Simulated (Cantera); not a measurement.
Feed: 1 mol Fe, 0.028 mol Cl₂, 0.038 mol H₂, equilibrated at 677 °C.

Equilibrium computed with Cantera from the NASA thermochemical tables; the gas is ideal and each condensed phase is pure. Candidate condensed phases: Fe, FeCl₂, FeCl₃; 11 gas species. Rates play no part.

Which condensed phases are stable at each of these points (P (Pa)): 1000, 2200, 4600, 10000, 22000, 46000, 100000, 220000, 460000, 1000000?


| P (Pa) | condensed phases | Fe condensed (%) |
|---|---|---|
| 1000 | Fe(α) | 99.0 |
| 2200 | Fe(α) | 99.0 |
| 4600 | Fe(α) | 98.9 |
| 10000 | Fe(α) + FeCl₂(s) | 99.3 |
| 22000 | Fe(α) + FeCl₂(s) | 99.7 |
| 46000 | Fe(α) + FeCl₂(s) | 99.9 |
| 100000 | Fe(α) + FeCl₂(s) | 99.9 |
| 220000 | Fe(α) + FeCl₂(s) | 100.0 |
| 460000 | Fe(α) + FeCl₂(s) | 100.0 |
| 1000000 | Fe(α) + FeCl₂(s) | 100.0 |

From 0.0100 bar to 0.0460 bar the condensed part is Fe(α). From 0.100 bar to 10.0 bar the condensed part is Fe(α) + FeCl₂(s).
